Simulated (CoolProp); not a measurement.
Vapour-liquid equilibrium of n-hexane (1) + p-xylene (2) at 61.35 °C; x and y are mole fractions of (1).

The numbers come from the multi-fluid Helmholtz-energy mixture model, Thol 2019 and Zhou 2012; pair parameters Bell 2016 in CoolProp.

```tsv
x	bubble pressure, mixture model (kPa)	bubble pressure, Raoult's law (kPa)	y, mixture model	y, Raoult's law
0.05	12.15	10.92	0.427	0.366
0.15	21.12	18.18	0.701	0.659
0.25	29.25	25.44	0.806	0.785
0.35	36.69	32.71	0.862	0.855
0.45	43.64	39.97	[?]	0.900
0.55	50.25	47.23	0.925	0.931
0.65	56.67	54.50	0.946	0.953
0.75	63.07	61.76	[?]	0.971
0.85	69.58	69.02	[?]	0.984
0.95	76.37	76.29	[?]	0.995
```

Problem. What belongs in the gaps?

Solution. 
- 0.45, y, mixture model: 0.899
- 0.75, y, mixture model: 0.963
- 0.85, y, mixture model: 0.979
- 0.95, y, mixture model: 0.993

The largest gap from Raoult's law is +16.2 % in bubble pressure, at x = 0.15. No azeotrope shows between x = 0.05 and 0.95.

The pair parameters rest on a limited set of measurements; away from them the model extrapolates.
